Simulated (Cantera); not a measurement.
Input (Python, Cantera) and output of one run.

```python
import numpy as np
import cantera as ct

gas_names = """
    N NO NO2 NO3 N2 N2O O O2 O3 Pb PbO Pb2
""".split()
cond_names = """
    Pb(cr) Pb(L) PbO(rd) PbO(yw) PbO(L) PbO2(s) Pb3O4(s)
""".split()


def load(file, names, dense=False):
    # The tables refer to 1 bar. Condensed volumes are neglected.
    table = {s.name: s for s in ct.Species.list_from_file(file)}
    out = []
    for n in names:
        d = dict(table[n].input_data)
        d["thermo"] = dict(d["thermo"], **{"reference-pressure": 1e5})
        if dense:
            d["equation-of-state"] = {"model": "constant-volume", "density": "1e6 g/cm^3"}
        out.append(ct.Species.from_dict(d))
    return out


gas = ct.Solution(thermo="ideal-gas", species=load("nasa_gas.yaml", gas_names))
cond = {s.name: ct.Solution(thermo="fixed-stoichiometry", species=[s], name=s.name)
        for s in load("nasa_condensed.yaml", cond_names, dense=True)}
atoms = {
    'PbO': {'Pb': 1, 'O': 1},
    'O2': {'O': 2},
    'N2': {'N': 2},
}
top_T = {'Pb3O4(s)': 820}  # K; cautious upper limits of use, not melting points


def equilibrate(T, P, feed):
    n = {}
    for name, mol in feed.items():
        for a, k in atoms[name].items():
            n[a] = n.get(a, 0.0) + k * mol
    gas.TPX = T, P, n
    mass = sum(n.values()) * gas.mean_molecular_weight
    gas.equilibrate("TP")
    valid = [c for c in cond.values() if c.min_temp <= T <= top_T.get(c.name, c.max_temp)]
    mix = ct.Mixture([(gas, mass / gas.mean_molecular_weight)] + [(c, 0.0) for c in valid])
    mix.T, mix.P = T, P
    mix.equilibrate("TP", solver="vcs", rtol=1e-11, max_steps=5000)
    return mix


results = []
feed = {'PbO': 1, 'O2': 2.9, 'N2': 30}  # mol
P = 1000  # Pa
for T in [748, 823, 898, 973, 1048, 1123, 1198, 1273, 1348, 1423, 1498, 1573, 1648]:
    mix = equilibrate(T, P, feed)
    results.append((T, P, feed, dict(zip(mix.species_names, mix.species_moles))))
    x = sorted(zip(gas.X, gas.species_names), reverse=True)
    print(f"T = {T:g} K  P = {P:g} Pa  gas = {mix.phase_moles(0):.4g} mol")
    print("   x: " + "  ".join(f"{s} {v:.3e}" for v, s in x if v > 0.0001))
    print("   condensed (mol): " + ("  ".join(f"{mix.phase(i).name} {mix.phase_moles(i):.4g}"
          for i in range(1, mix.n_phases) if mix.phase_moles(i) > 1e-12) or "none"))
```

Result:

```
T = 748 K  P = 1000 Pa  gas = 32.9 mol
   x: N2 9.119e-01  O2 8.815e-02
   condensed (mol): PbO(rd) 1
T = 823 K  P = 1000 Pa  gas = 32.9 mol
   x: N2 9.119e-01  O2 8.814e-02
   condensed (mol): PbO(yw) 1
T = 898 K  P = 1000 Pa  gas = 32.9 mol
   x: N2 9.119e-01  O2 8.814e-02
   condensed (mol): PbO(yw) 1
T = 973 K  P = 1000 Pa  gas = 32.9 mol
   x: N2 9.118e-01  O2 8.814e-02
   condensed (mol): PbO(yw) 0.9996
T = 1048 K  P = 1000 Pa  gas = 32.9 mol
   x: N2 9.117e-01  O2 8.812e-02  PbO 1.394e-04
   condensed (mol): PbO(yw) 0.9954
T = 1123 K  P = 1000 Pa  gas = 32.94 mol
   x: N2 9.108e-01  O2 8.801e-02  PbO 1.144e-03
   condensed (mol): PbO(yw) 0.9621
T = 1198 K  P = 1000 Pa  gas = 33.12 mol
   x: N2 9.057e-01  O2 8.753e-02  PbO 6.547e-03  NO 1.333e-04
   condensed (mol): PbO(L) 0.7803
T = 1273 K  P = 1000 Pa  gas = 33.89 mol
   x: N2 8.852e-01  O2 8.585e-02  PbO 2.796e-02  Pb 7.755e-04  NO 2.242e-04
   condensed (mol): PbO(L) 0.02625
T = 1348 K  P = 1000 Pa  gas = 33.93 mol
   x: N2 8.841e-01  O2 8.605e-02  PbO 2.797e-02  Pb 1.505e-03  NO 3.628e-04
   condensed (mol): none
T = 1423 K  P = 1000 Pa  gas = 33.94 mol
   x: N2 8.835e-01  O2 8.646e-02  PbO 2.685e-02  Pb 2.610e-03  NO 5.590e-04
   condensed (mol): none
T = 1498 K  P = 1000 Pa  gas = 33.97 mol
   x: N2 8.827e-01  O2 8.704e-02  PbO 2.526e-02  Pb 4.179e-03  NO 8.256e-04
   condensed (mol): none
T = 1573 K  P = 1000 Pa  gas = 34.01 mol
   x: N2 8.816e-01  O2 8.778e-02  PbO 2.320e-02  Pb 6.206e-03  NO 1.176e-03
   condensed (mol): none
T = 1648 K  P = 1000 Pa  gas = 34.05 mol
   x: N2 8.803e-01  O2 8.862e-02  PbO 2.077e-02  Pb 8.599e-03  NO 1.624e-03
   condensed (mol): none
```

These are equilibrium values from Cantera (NASA tables, ideal gas, pure condensed phases), not measurements of a reactor. Gases not in the tables: (PbO)n polymers.
